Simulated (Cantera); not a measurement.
What does this Cantera script print?

```python
import numpy as np
import cantera as ct

gas = ct.Solution("gri30.yaml")
gas.TPX = 1973, 17000, {'CH4': 1, 'H2O': 4}
reactor = ct.IdealGasConstPressureReactor(gas, energy="off", clone=False)
net = ct.ReactorNet([reactor])
net.rtol, net.atol = 1e-08, 1e-18
show = ['CH4', 'H2O', 'CO', 'CH3', 'O2', 'C2H6']
times = np.geomspace(2e-05, 50, 15)

steps = ct.SolutionArray(gas, extra=["t"])
rows = []
print(f"{'t/s':>10s}{'T/K':>9s}{'P/Pa':>11s}" + "".join(f"{s:>11s}" for s in show))
for t in times:
    while net.time < t:
        t_next = net.step()
        steps.append(gas.state, t=t_next)
    rows.append([np.interp(t, steps.t, y) for y in (steps.T, steps.P, *steps(*show).X.T)])
    print(f"{t:10.3e}{rows[-1][0]:9.1f}{rows[-1][1]:11.4g}" + "".join(f"{x:11.3e}" for x in rows[-1][2:]))
rate = np.gradient(steps.T, steps.t)
print("integrator steps:", len(steps.t))
if steps.T.max() > steps.T[0] + 200:
    print(f"time of steepest temperature rise: {steps.t[rate.argmax()]:.4e} s")
gas.TPX = 1973, 17000, {'CH4': 1, 'H2O': 4}
gas.equilibrate("TP")
print(f"equilibrium (TP): T = {gas.T:.1f} K  " + "  ".join(f"{s} {gas[s].X[0]:.3e}" for s in show))
```

Result:

```
       t/s      T/K       P/Pa        CH4        H2O         CO        CH3         O2       C2H6
 2.000e-05   1973.0    1.7e+04  1.976e-01  7.991e-01  8.748e-08  2.091e-03  5.817e-11  7.361e-06
 5.728e-05   1973.0    1.7e+04  1.920e-01  7.968e-01  9.830e-06  5.660e-03  2.612e-09  8.083e-05
 1.641e-04   1973.0    1.7e+04  1.612e-01  7.814e-01  6.722e-04  1.101e-02  8.958e-08  3.454e-04
 4.699e-04   1973.0    1.7e+04  8.351e-02  7.183e-01  5.468e-03  7.396e-03  4.671e-07  1.498e-04
 1.346e-03   1973.0    1.7e+04  3.136e-02  6.577e-01  1.558e-02  3.162e-03  5.478e-07  2.539e-05
 3.855e-03   1973.0    1.7e+04  1.223e-02  5.934e-01  3.497e-02  1.396e-03  5.298e-07  4.574e-06
 1.104e-02   1973.0    1.7e+04  8.106e-03  5.083e-01  6.750e-02  8.377e-04  3.641e-07  1.629e-06
 3.162e-02   1973.0    1.7e+04  3.890e-03  4.334e-01  1.037e-01  3.589e-04  2.538e-07  3.017e-07
 9.057e-02   1973.0    1.7e+04  2.694e-04  4.051e-01  1.184e-01  2.387e-05  2.210e-07  1.340e-09
 2.594e-01   1973.0    1.7e+04  4.821e-10  4.041e-01  1.189e-01  4.658e-11  2.631e-07  8.863e-19
 7.430e-01   1973.0    1.7e+04  3.810e-11  4.041e-01  1.189e-01  3.697e-12  2.636e-07  4.705e-23
 2.128e+00   1973.0    1.7e+04  3.810e-11  4.041e-01  1.189e-01  3.697e-12  2.636e-07  4.705e-23
 6.095e+00   1973.0    1.7e+04  3.810e-11  4.041e-01  1.189e-01  3.697e-12  2.636e-07  4.705e-23
 1.746e+01   1973.0    1.7e+04  3.810e-11  4.041e-01  1.189e-01  3.697e-12  2.636e-07  4.705e-23
 5.000e+01   1973.0    1.7e+04  3.810e-11  4.041e-01  1.189e-01  3.697e-12  2.636e-07  4.705e-23
integrator steps: 1543
equilibrium (TP): T = 1973.0 K  CH4 4.569e-11  H2O 4.041e-01  CO 1.189e-01  CH3 4.433e-12  O2 2.636e-07  C2H6 6.367e-23
```

Cantera simulation using GRI-Mech 3.0 (53 species, 325 reactions); the numbers are that mechanism's predictions, not measurements.
